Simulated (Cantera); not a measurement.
An isothermal, constant-pressure homogeneous reactor starts with NH3 : H2 = 1 : 2.2 (molar parts), at 2000 K and 1.00 bar. Integrator tolerance rtol = 1e-08.

Computed with Cantera and the gas-phase N/H chemistry of the illustrative SiF4/NH3 mechanism in the Surface Chemkin manual (1991). Walls and surfaces, which speed up NH3 decomposition in real reactors, are not modelled.

### Question
What does this change do: pressure from 1.00 bar to 0.0267 bar?

### Answer
| quantity | before | after |
|---|---|---|
| x(NH3) at 2.00 s | 0.000426 (gas-phase equilibrium 5.70e-6) | 0.0500 (gas-phase equilibrium 1.50e-7) |
| x(H2) at 2.00 s | 0.879 (gas-phase equilibrium 0.880) | 0.849 (gas-phase equilibrium 0.872) |
| x(NH2) at 2.00 s | 2.16e-6 (gas-phase equilibrium 2.89e-8) | 0.000195 (gas-phase equilibrium 4.68e-9) |
| x(N2) at 2.00 s | 0.119 (gas-phase equilibrium 0.119) | 0.0998 (gas-phase equilibrium 0.118) |
| x(H) at 2.00 s | 0.00153 (gas-phase equilibrium 0.00154) | 0.00114 (gas-phase equilibrium 0.00936) |
| x(N2H2) at 2.00 s | 3.97e-11 (gas-phase equilibrium <1e-12) | 2.68e-7 (gas-phase equilibrium <1e-12) |
| x(N2H4) at 2.00 s | 2.16e-12 (gas-phase equilibrium <1e-12) | 4.67e-10 (gas-phase equilibrium <1e-12) |

### Question
What does this change do: pressure from 1.00 bar to 0.0133 bar?

### Answer
| quantity | before | after |
|---|---|---|
| x(NH3) at 2.00 s | 0.000426 (gas-phase equilibrium 5.70e-6) | 0.0958 (gas-phase equilibrium 7.43e-8) |
| x(H2) at 2.00 s | 0.879 (gas-phase equilibrium 0.880) | 0.821 (gas-phase equilibrium 0.869) |
| x(NH2) at 2.00 s | 2.16e-6 (gas-phase equilibrium 2.89e-8) | 0.000323 (gas-phase equilibrium 3.29e-9) |
| x(N2) at 2.00 s | 0.119 (gas-phase equilibrium 0.119) | 0.0823 (gas-phase equilibrium 0.118) |
| x(H) at 2.00 s | 0.00153 (gas-phase equilibrium 0.00154) | 0.000951 (gas-phase equilibrium 0.0132) |
| x(N2H2) at 2.00 s | 3.97e-11 (gas-phase equilibrium <1e-12) | 6.76e-7 (gas-phase equilibrium <1e-12) |
| x(N2H4) at 2.00 s | 2.16e-12 (gas-phase equilibrium <1e-12) | 6.43e-10 (gas-phase equilibrium <1e-12) |
